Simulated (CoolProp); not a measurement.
A closed Brayton cycle with dry air: compressor inlet 306.15 K and 5.4 MPa, high pressure 14.3 MPa, turbine inlet 665 K, compressor efficiency 0.89, turbine efficiency 0.9, recuperator effectiveness 0.9 (on enthalpy, no pinch check). Each further row changes one setting.

Model: reference Helmholtz-energy equation of state, Lemmon 2000, in CoolProp. It is a pseudo-pure fit of the blend.

| case | thermal efficiency (%) | net work (kJ/kg) | compressor to turbine work | compressor exit (K) | turbine exit (K) |
|---|---|---|---|---|---|
| as stated | 23.0 | 38.9 | 0.74 | 418.2 | 523.9 |
| turbine inlet 615 K | 17.7 | 27.2 | 0.81 | 418.2 | 483.1 |
| compressor inlet 316.15 K | 20.9 | 34.9 | 0.77 | 431.6 | 523.9 |
| high pressure 12.2 MPa | 24.9 | 37.6 | 0.71 | 397.7 | 544.8 |
| recuperator effectiveness 0.5 | 18.2 | 38.9 | 0.74 | 418.2 | 523.9 |
